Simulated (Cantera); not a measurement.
# Thermodynamics of silicon oxide and oxynitride deposition, feed SiH4 + H2O + H2 + O2

A closed system holds: 1 mol SiH4, 3.2 mol H2O, 8.8 mol H2, 0.2 mol O2, at 1.00 bar.

Equilibrium computed with Cantera from the NASA thermochemical tables; the gas is ideal and each condensed phase is pure. Candidate condensed phases: H2O, Si, SiO2; 18 gas species. The tables hold silica as quartz up to 1696 K and as liquid above; real silica turns to tridymite and cristobalite and melts near 1996 K. Gases not in the tables: Si(OH)4. Equilibrium is a limit: real reactors are often held back by kinetics, nucleation or transport.

At 552 °C the condensed part is SiO2(α-quartz). From 652 °C to 1352 °C the condensed part is SiO2(β-quartz). From 1452 °C to 1552 °C the condensed part is SiO2(condensed).

```json
[
 {"T (°C)": "552", "x H2": "0.886", "x H2O": "0.114", "x H": "7.47e-12", "x SiO": "<1e-12", "x OH": "<1e-12", "n SiO2(α-quartz)": "1.00", "n SiO2(β-quartz)": "0", "n SiO2(condensed)": "0"},
 {"T (°C)": "652", "x H2": "0.886", "x H2O": "0.114", "x H": "2.45e-10", "x SiO": "<1e-12", "x OH": "<1e-12", "n SiO2(α-quartz)": "0", "n SiO2(β-quartz)": "1.00", "n SiO2(condensed)": "0"},
 {"T (°C)": "752", "x H2": "0.886", "x H2O": "0.114", "x H": "4.10e-9", "x SiO": "<1e-12", "x OH": "1.41e-12", "n SiO2(α-quartz)": "0", "n SiO2(β-quartz)": "1.00", "n SiO2(condensed)": "0"},
 {"T (°C)": "852", "x H2": "0.886", "x H2O": "0.114", "x H": "4.18e-8", "x SiO": "<1e-12", "x OH": "2.81e-11", "n SiO2(α-quartz)": "0", "n SiO2(β-quartz)": "1.00", "n SiO2(condensed)": "0"},
 {"T (°C)": "952", "x H2": "0.886", "x H2O": "0.114", "x H": "2.93e-7", "x SiO": "<1e-12", "x OH": "3.44e-10", "n SiO2(α-quartz)": "0", "n SiO2(β-quartz)": "1.00", "n SiO2(condensed)": "0"},
 {"T (°C)": "1052", "x H2": "0.886", "x H2O": "0.114", "x H": "1.54e-6", "x SiO": "4.22e-11", "x OH": "2.90e-9", "n SiO2(α-quartz)": "0", "n SiO2(β-quartz)": "1.00", "n SiO2(condensed)": "0"},
 {"T (°C)": "1152", "x H2": "0.886", "x H2O": "0.114", "x H": "6.42e-6", "x SiO": "1.35e-9", "x OH": "1.81e-8", "n SiO2(α-quartz)": "0", "n SiO2(β-quartz)": "1.00", "n SiO2(condensed)": "0"},
 {"T (°C)": "1252", "x H2": "0.886", "x H2O": "0.114", "x H": "2.23e-5", "x SiO": "2.70e-8", "x OH": "8.91e-8", "n SiO2(α-quartz)": "0", "n SiO2(β-quartz)": "1.00", "n SiO2(condensed)": "0"},
 {"T (°C)": "1352", "x H2": "0.886", "x H2O": "0.114", "x H": "6.64e-5", "x SiO": "3.71e-7", "x OH": "3.61e-7", "n SiO2(α-quartz)": "0", "n SiO2(β-quartz)": "1.000", "n SiO2(condensed)": "0"},
 {"T (°C)": "1452", "x H2": "0.886", "x H2O": "0.114", "x H": "0.000175", "x SiO": "3.68e-6", "x OH": "1.24e-6", "n SiO2(α-quartz)": "0", "n SiO2(β-quartz)": "0", "n SiO2(condensed)": "1.000"},
 {"T (°C)": "1552", "x H2": "0.885", "x H2O": "0.114", "x H": "0.000414", "x SiO": "2.75e-5", "x OH": "3.74e-6", "n SiO2(α-quartz)": "0", "n SiO2(β-quartz)": "0", "n SiO2(condensed)": "1.000"}
]
```
x: gas mole fraction; n: condensed amount in mol.
